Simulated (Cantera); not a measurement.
Charge: 1 mol CH3Cl, 0.43 mol CH4, at 19000 Pa.

Cantera equilibrium calculation (NASA polynomials, part measured and part estimated; ideal gas, pure solids and liquids). Candidate condensed phases: C, C6H6, C7H8, C8H18; 91 gas species. Rates play no part.

What share of the C ends up in condensed phases as a function of T (K), at 2850, 2900, 2950, 3000, 3050, 3100, 3150, 3200, 3250, 3300?


```csv
T (K),C condensed (%),as
2850,90.0,C(graphite)
2900,88.2,C(graphite)
2950,86.1,C(graphite)
3000,83.6,C(graphite)
3050,80.4,C(graphite)
3100,76.3,C(graphite)
3150,70.9,C(graphite)
3200,63.4,C(graphite)
3250,52.7,C(graphite)
3300,37.0,C(graphite)
```
